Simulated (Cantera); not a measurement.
Ammonia decomposition in nitride growth gas

An isothermal, constant-pressure homogeneous reactor starts with NH3 : H2 = 1 : 0.13 (molar parts), at 1975 K and 29000 Pa.

Cantera simulation using the gas-phase N/H chemistry of the illustrative SiF4/NH3 mechanism in the Surface Chemkin manual (1991); the numbers are that mechanism's predictions, not measurements. Walls and surfaces, which speed up NH3 decomposition in real reactors, are not modelled.

```tsv
t (s)	x NH3	x H2	x H	x N2	x N2H2	x N
2.00e-6	0.885	0.115	6.79e-7	<1e-12	2.89e-11	<1e-12
5.97e-6	0.885	0.115	1.39e-6	4.42e-12	6.70e-10	<1e-12
1.78e-5	0.885	0.115	3.49e-6	9.69e-10	1.13e-8	6.75e-11
5.32e-5	0.885	0.115	9.74e-6	1.78e-7	1.47e-7	3.11e-9
0.000159	0.884	0.115	2.68e-5	1.84e-5	1.62e-6	6.39e-8
0.000475	0.882	0.117	4.84e-5	0.000446	6.32e-6	2.77e-7
0.00142	0.874	0.122	5.27e-5	0.00246	6.81e-6	3.13e-7
0.00423	0.852	0.139	5.99e-5	0.00839	6.51e-6	3.37e-7
0.0126	0.790	0.184	8.04e-5	0.0248	5.71e-6	3.92e-7
0.0377	0.639	0.295	0.000136	0.0649	4.06e-6	4.85e-7
0.113	0.371	0.492	0.000270	0.136	1.89e-6	5.86e-7
0.336	0.104	0.688	0.000574	0.207	4.03e-7	6.55e-7
1.00	0.00550	0.760	0.00160	0.233	1.28e-8	5.77e-7
3.00	0.000264	0.763	0.00223	0.234	7.10e-11	7.49e-8
```
x: mole fraction; the columns are a selection and need not sum to one.

Equilibrium at this temperature and pressure: NH3 1.95e-6, H2 0.763, H 0.00223, N2 0.234, N2H2 <1e-12, N 5.61e-10 (gas phase only).
